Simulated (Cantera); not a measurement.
Cantera run:

```python
import numpy as np
import cantera as ct

gas_names = """
    H HO2 H2 H2O H2O2 O OH O2 O3 Zr ZrO ZrO2
""".split()
cond_names = """
    H2O(s) H2O(L) Zr(a) Zr(b) Zr(L) ZrO2(a) ZrO2(b) ZrO2(L)
""".split()


# ... load() reads the species with a 1 bar reference pressure and builds the phases ...
atoms = {
    'Zr': {'Zr': 1},
    'H2O': {'H': 2, 'O': 1},
    'H2': {'H': 2},
}
top_T = {}  # K; cautious upper limits of use, not melting points


# ... equilibrate(T, P, feed) seeds the gas with the atoms and calls Mixture.equilibrate('TP', solver="vcs", rtol=1e-11, max_steps=5000) ...
results = []
feed = {'Zr': 1, 'H2O': 2.5, 'H2': 2.2}  # mol
T = 2325  # K
P = 88  # Pa
mix = equilibrate(T, P, feed)
results.append((T, P, feed, dict(zip(mix.species_names, mix.species_moles))))
x = sorted(zip(gas.X, gas.species_names), reverse=True)
print(f"T = {T:g} K  P = {P:g} Pa  gas = {mix.phase_moles(0):.4g} mol")
print("   x: " + "  ".join(f"{s} {v:.3e}" for v, s in x if v > 1e-05))
print("   condensed (mol): " + ("  ".join(f"{mix.phase(i).name} {mix.phase_moles(i):.4g}"
      for i in range(1, mix.n_phases) if mix.phase_moles(i) > 1e-12) or "none"))
```

Output:

```
T = 2325 K  P = 88 Pa  gas = 5.537 mol
   x: H2 6.182e-01  H 2.916e-01  H2O 8.160e-02  OH 6.418e-03  O 2.056e-03  O2 1.131e-04  ZrO2 2.482e-05
   condensed (mol): ZrO2(b) 0.9999
```

These are equilibrium values from Cantera (NASA tables, ideal gas, pure condensed phases), not measurements of a reactor.
